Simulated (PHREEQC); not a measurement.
Dissolve 0.001 mol/kgw HF and 0.079 mol/kgw NaF at 65 °C. Closed to the air; pH follows from the charge balance.

The numbers come from PHREEQC with the ion-association model, phreeqc.dat.

No solid was allowed to form.

### Question
Estimate the pH, density, specific conductance.

### Answer
pH 5.40; density 0.984 g/cm³; specific conductance 13900 µS/cm.

### Question
In which forms is F present?

### Answer
F- 96 %, NaF 2.5 %, HF 0.9 %, HF2- 0.6 % of the F.

Complexes and solids missing from the database can't appear. Constants without temperature data keep their 25 °C values here.
